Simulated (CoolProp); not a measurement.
20 sccm (0 °C, 1 atm) of nitrogen bubbles through liquid methanol at 291.7 K and leaves saturated at a total pressure of 0.15 MPa (ideal gas phase). Each further row changes one setting.

Computed with CoolProp (reference Helmholtz-energy equation of state, de Reuck 1993).

| case | vapour pressure (kPa) | mole fraction of vapour | delivery (mg/min) | delivery (sccm) | change of delivery for a bath 1 K warmer (%) |
|---|---|---|---|---|---|
| as stated | 12.0 | 0.0803 | 2.50 | ___ | 6.1 |
| bath temperature 296.7 K | ___ | 0.105 | 3.35 | ___ | 6.0 |
| total pressure 0.3 MPa | 12.0 | 0.0402 | 1.20 | 0.837 | 5.8 |

### Question
Complete the blanks.

### Answer

- as stated, delivery (sccm): 1.75
- bath temperature 296.7 K, vapour pressure (kPa): 15.7
- bath temperature 296.7 K, delivery (sccm): 2.35
